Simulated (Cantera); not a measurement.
A freely propagating, adiabatic, planar premixed flame of CO : H₂ : O₂ : N₂ = 1 : 0.052 : 0.438 : 1.65 (molar parts), equivalence ratio 1.2, unburnt at 350 K and 345 Torr; mixture-averaged transport, grid criteria slope 0.08 and curve 0.16, no radiation.

Detailed kinetics in Cantera: GRI-Mech 3.0 (53 species, 325 reactions). Burning velocities carry a grid error of a few per cent, more on coarse grids.

**Question.** What does this change do: inlet temperature 350 to 673 K?

**Answer.** 
```tsv
quantity	before	after
laminar burning velocity	63.3 cm/s	205 cm/s
thermal thickness	1.89 mm	2.76 mm
peak x(H₂O₂)	7.38e-5	5.87e-6
```
